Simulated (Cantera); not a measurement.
**Thermodynamics of tantalum, niobium, vanadium and zirconium in process gases, feed Zr + O2 + H2**

Feed: 1 mol Zr, 0.069 mol O2, 350 mol H2, at 0.133 bar.

Cantera equilibrium calculation (NASA polynomials, part measured and part estimated; ideal gas, pure solids and liquids). Candidate condensed phases: H2O, Zr, ZrO2; 12 gas species. Mutual solubility and eutectic melting of coexisting phases are not modelled. Condensed phases not in the tables: N, O or C dissolved in the metal. Rates play no part.

From 1923 K to 2073 K the condensed part is Zr(β) + ZrO2(tetragonal). From 2148 K to 2373 K the condensed part is Zr(l) + ZrO2(tetragonal). The main Zr-bearing gas is ZrO throughout.

```csv
T (K),log p H2,log p H,log p ZrO,log p H2O,log p Zr,log p ZrO2,log p OH,n Zr(β),n ZrO2(tetragonal),n Zr(l)
1923,-0.88,-3.46,-7.93,-7.15,-9.24,-11.29,-10.80,0.931,0.0689,0
1998,-0.88,-3.23,-7.30,-6.86,-8.63,-10.50,-10.21,0.931,0.0688,0
2073,-0.88,-3.02,-6.72,-6.58,-8.06,-9.77,-9.67,0.931,0.0684,0
2148,-0.88,-2.82,-6.19,-6.33,-7.53,-9.09,-9.16,0,0.0675,0.931
2223,-0.88,-2.63,-5.69,-6.09,-7.06,-8.45,-8.68,0,0.0652,0.929
2298,-0.89,-2.46,-5.24,-5.86,-6.61,-7.86,-8.23,0,0.0594,0.924
2373,-0.89,-2.30,-4.81,-5.65,-6.20,-7.31,-7.81,0,0.0450,0.911
```
log p: log10 of the partial pressure in bar; n: condensed amount in mol.
